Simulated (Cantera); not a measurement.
A perfectly stirred reactor is fed with 67.6 % CH₄, 32.4 % CO₂, at 900 Torr; it is held at 1398 K, and followed from long to short residence time.

Computed with Cantera and GRI-Mech 3.0 (53 species, 325 reactions). GRI-Mech 3.0 stops at C3 and has no aromatics, soot or wall deposition, so with more carbon than oxygen in the feed, carbon stays in small species such as C2H2 where larger ones or solid carbon would form.

x: mole fraction; the columns are a selection and need not sum to one.

```json
[
 {"τ (s)": "6.3", "x CH₄": "0.308", "x CO₂": "0.138", "x O": "<1e-12", "x C₂H₄": "0.0203", "x O₂": "<1e-12", "x CO": "0.124", "x H₂O₂": "<1e-12"},
 {"τ (s)": "2.3", "x CH₄": "0.442", "x CO₂": "0.226", "x O": "<1e-12", "x C₂H₄": "0.0118", "x O₂": "<1e-12", "x CO": "0.0566", "x H₂O₂": "<1e-12"},
 {"τ (s)": "0.86", "x CH₄": "0.553", "x CO₂": "0.286", "x O": "<1e-12", "x C₂H₄": "0.00692", "x O₂": "<1e-12", "x CO": "0.0168", "x H₂O₂": "<1e-12"},
 {"τ (s)": "0.32", "x CH₄": "0.621", "x CO₂": "0.312", "x O": "<1e-12", "x C₂H₄": "(withheld)", "x O₂": "<1e-12", "x CO": "(withheld)", "x H₂O₂": "<1e-12"},
 {"τ (s)": "0.12", "x CH₄": "0.655", "x CO₂": "0.321", "x O": "<1e-12", "x C₂H₄": "0.00320", "x O₂": "<1e-12", "x CO": "0.000590", "x H₂O₂": "<1e-12"},
 {"τ (s)": "0.044", "x CH₄": "0.669", "x CO₂": "0.324", "x O": "<1e-12", "x C₂H₄": "0.00134", "x O₂": "<1e-12", "x CO": "8.33e-5", "x H₂O₂": "<1e-12"},
 {"τ (s)": "0.016", "x CH₄": "0.674", "x CO₂": "0.324", "x O": "<1e-12", "x C₂H₄": "(withheld)", "x O₂": "<1e-12", "x CO": "(withheld)", "x H₂O₂": "<1e-12"},
 {"τ (s)": "0.0060", "x CH₄": "0.675", "x CO₂": "0.324", "x O": "<1e-12", "x C₂H₄": "6.22e-5", "x O₂": "<1e-12", "x CO": "2.62e-6", "x H₂O₂": "<1e-12"},
 {"τ (s)": "0.0022", "x CH₄": "0.675", "x CO₂": "0.324", "x O": "<1e-12", "x C₂H₄": "1.16e-5", "x O₂": "<1e-12", "x CO": "6.90e-7", "x H₂O₂": "<1e-12"},
 {"τ (s)": "0.00083", "x CH₄": "0.676", "x CO₂": "0.324", "x O": "<1e-12", "x C₂H₄": "2.43e-6", "x O₂": "<1e-12", "x CO": "2.19e-7", "x H₂O₂": "<1e-12"}
]
```

**Question.** Some entries are withheld; supply them.

**Answer.** 
- 0.32, x C₂H₄: 0.00491
- 0.32, x CO: 0.00354
- 0.016, x C₂H₄: 0.000328
- 0.016, x CO: 1.26e-5
